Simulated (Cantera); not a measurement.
An isothermal, constant-pressure homogeneous reactor starts with CO : O₂ : H₂O : N₂ = 0.0096 : 0.003 : 0.00041 : 0.1 (molar parts), equivalence ratio 1.6, at 1225 K and 6300 Torr.

Model: GRI-Mech 3.0 (53 species, 325 reactions), integrated in Cantera. The temperature is held fixed by assumption; the heat of reaction is taken as removed at once.

### Question
Predict: x(CO) at 40.0 s; x(H₂O) at 40.0 s; x(NO) at 40.0 s; x(H₂) at 40.0 s.

### Answer
- x(CO) at 40.0 s = 0.0318 (gas-phase equilibrium 0.0317)
- x(H₂O) at 40.0 s = 0.00278 (gas-phase equilibrium 0.00268)
- x(NO) at 40.0 s = 4.38e-9 (gas-phase equilibrium 1.05e-11)
- x(H₂) at 40.0 s = 0.000951 (gas-phase equilibrium 0.00104)
